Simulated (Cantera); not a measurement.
**Halide evaporation, hydrolysis and transport: CaF2 + H2O + N2**

Input: 1 mol CaF2, 0.96 mol H2O, 0.73 mol N2.

These are equilibrium values from Cantera (NASA tables, ideal gas, pure condensed phases), not measurements of a reactor. Candidate condensed phases: Ca, CaF2, CaO, Ca(OH)2, H2O; 47 gas species. Mutual solubility and eutectic melting of coexisting phases are not modelled. Kinetics and transport are ignored.

Stable condensed phases:

```
T in °C \ P in Pa
           0.10   0.56    3.2     18    100    560   3200  18000 100000
   1925       A      A      A      B      B      B      B      C      C
   1850       A      A      B      B      B      B      B      C      C
   1775       A      B      B      B      B      B      B      C      C
   1700       A      B      B      B      B      B      C      C      C
   1625       B      B      B      B      B      B      C      C      C
   1550       B      B      B      B      B      C      C      C      C
   1475       B      B      B      B      B      C      C      C      C
   1400       B      B      B      B      C      C      C      C      C
   1325       B      B      B      C      C      C      C      C      C
```

A: gas only; B: CaO; C: CaF2 + CaO.
